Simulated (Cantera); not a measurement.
A closed system holds: 1 mol KCl, 0.13 mol N2, at 477 °C and 51000 Pa.

Method: chemical equilibrium by Gibbs-energy minimisation in Cantera with the NASA 1993 tables (ideal gas, pure condensed phases). Candidate condensed phases: K, KCl; 8 gas species. Rates play no part.

Base state: N2 1.00 (mole fractions); condensed: KCl(s).

**Question.** What changes in the equilibrium state with this change: temperature from 477 °C to 1250 °C?

**Answer.** 
```csv
species,before,after
N2,1.00,0.482
KCl,5.39e-8,0.387
K2Cl2,7.37e-9,0.131
K,<1e-9,1.09e-5
Cl,<1e-9,1.08e-5
"KCl(s), mol",1.00,0
"KCl(l), mol",0,0.825
```
